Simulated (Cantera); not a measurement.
A perfectly stirred reactor is fed with CH4 : H2O = 1 : 2.3 (molar parts), at 4.20 bar; it is held at 1775 K, and followed from long to short residence time.

Computed with Cantera and GRI-Mech 3.0 (53 species, 325 reactions).

x: mole fraction; the columns are a selection and need not sum to one.

```csv
τ (s),x CH4,x H2O,x H,x CO,x CH2CO,x C2H4
4.7,0.00712,0.241,0.000107,0.163,8.07e-7,9.10e-5
2.0,0.0115,0.253,0.000105,0.156,1.93e-6,0.000233
0.82,[?],[?],0.000103,0.144,[?],[?]
0.34,0.0258,0.307,0.000100,0.124,9.73e-6,0.001000
0.14,[?],[?],9.52e-5,[?],[?],[?]
0.058,0.0485,0.410,8.86e-5,0.0699,3.31e-5,0.00218
0.024,0.0654,0.470,8.02e-5,0.0440,5.01e-5,0.00259
0.010,0.0885,0.525,7.03e-5,0.0250,6.49e-5,0.00284
0.0042,0.119,0.571,5.94e-5,0.0133,7.15e-5,0.00320
```

Q: Complete the blanks.

A: 
- 0.82, x CH4: 0.0178
- 0.82, x H2O: 0.274
- 0.82, x CH2CO: 4.54e-6
- 0.82, x C2H4: 0.000527
- 0.14, x CH4: 0.0359
- 0.14, x H2O: 0.354
- 0.14, x CO: 0.0985
- 0.14, x CH2CO: 1.91e-5
- 0.14, x C2H4: 0.00160
